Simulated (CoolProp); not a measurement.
n-hexane at several states: Z from the reference equation and from simpler models built on Tc = 234.7 °C, pc = 30.44 bar, ω = 0.300; each cubic takes its own stable root.

Computed with CoolProp (reference Helmholtz-energy equation of state, Thol 2019).

| T (°C) | p (bar) | phase | reference | van der Waals | Redlich-Kwong |
|---|---|---|---|---|---|
| 320.75 | 0.169 | gas | 0.9989 | 0.9989 | 0.9988 |
| 267.55 | 139 | supercritical | 0.6089 | 0.8192 | 0.6627 |
| 291.05 | 59.7 | supercritical | 0.4363 | 0.4629 | 0.4460 |
